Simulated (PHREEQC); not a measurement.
Acid rinse or clean (model solution)

A solution holds 5.5 mmol/kgw H2SO4, 12 mmol/kgw ZnSO4, 4.9 mmol/kgw KCl and 16 mmol/kgw NaHCO3, at 22 °C. It is in equilibrium with CO2 at log p = 0 (atm). Otherwise closed; pH follows from the charge balance.

All values are PHREEQC results (ion-association model, wateq4f.dat), not measurements.

No solid was allowed to form.

Problem. What pH, ionic strength does the model give?

Solution. pH 5.27; ionic strength 0.0534 mol/kgw.

Problem. In which forms is Zn present?

Solution. Zn+2 53 %, ZnSO4 32 %, ZnHCO3+ 11 %, Zn(SO4)2-2 3.3 % of the Zn.

Saturation is exceeded, for instance for ZnCO3:H2O; the values hold only as long as no solid forms. The database's zinc carbonate complexes are estimates, stronger than later reviews accept.
